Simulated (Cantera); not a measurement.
## C3H6 + O2 + N2 (carbon deposition, reforming and gasification)

Feed: 1 mol C3H6, 1.2 mol O2, 0.97 mol N2, held at 0.00133 bar.

Cantera equilibrium calculation (NASA polynomials, part measured and part estimated; ideal gas, pure solids and liquids). Candidate condensed phases: C, C6H6, C7H8, C8H18, H2O; 136 gas species. Equilibrium is a limit: real reactors are often held back by kinetics, nucleation or transport.

| T (K) | x H | x H2 | x CO | x N2 | x CO2 | x HCN | n C(graphite) |
|---|---|---|---|---|---|---|---|
| 773 | 1.72e-11 | 0.480 | 0.318 | 0.159 | 0.0329 | 1.28e-8 | 0.856 |
| 923 | 4.60e-9 | 0.471 | 0.376 | 0.152 | 0.000593 | 3.65e-7 | 0.606 |
| 1073 | 2.63e-7 | 0.471 | 0.377 | 0.152 | 2.66e-5 | 4.13e-6 | 0.600 |
| 1223 | 5.65e-6 | 0.471 | 0.377 | 0.152 | 2.60e-6 | 2.56e-5 | 0.600 |
| 1373 | 6.26e-5 | 0.471 | 0.377 | 0.152 | 4.30e-7 | 0.000106 | 0.599 |
| 1523 | 0.000434 | 0.470 | 0.377 | 0.152 | 1.03e-7 | 0.000332 | 0.598 |
| 1673 | 0.00214 | 0.469 | 0.376 | 0.152 | 3.21e-8 | 0.000841 | 0.594 |
| 1823 | 0.00808 | 0.464 | 0.375 | 0.151 | 1.22e-8 | 0.00181 | 0.587 |
| 1973 | 0.0248 | 0.451 | 0.372 | 0.149 | 5.38e-9 | 0.00343 | 0.573 |
| 2123 | 0.0637 | 0.420 | 0.365 | 0.144 | 2.61e-9 | 0.00573 | 0.550 |
| 2273 | 0.139 | 0.363 | 0.351 | 0.137 | 1.35e-9 | 0.00845 | 0.517 |
| 2423 | 0.255 | 0.275 | 0.329 | 0.127 | 7.13e-10 | 0.0108 | 0.473 |
| 2573 | 0.391 | 0.173 | 0.302 | 0.115 | 3.88e-10 | 0.0119 | 0.400 |
| 2723 | 0.500 | 0.0868 | 0.277 | 0.103 | 2.21e-10 | 0.0112 | 0.113 |
x: gas mole fraction; n: condensed amount in mol.

From 773 K to 2723 K the condensed part is C(graphite). The main C-bearing gas is CO throughout. The share of C in condensed phases is highest at 773 K (28.5 %) and lowest at 2723 K (3.8 %).
